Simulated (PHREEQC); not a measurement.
Consider water at 90 °C with 24 mmol/kgw HNO3 and 0.065 mmol/kgw KNO3. Closed to the air; pH follows from the charge balance.

Computed with PHREEQC (ion-association model, phreeqc.dat).

Precipitation was switched off in this run.

**Question.** Estimate the pH.

**Answer.** pH 1.68.

Constants without temperature data keep their 25 °C values here.
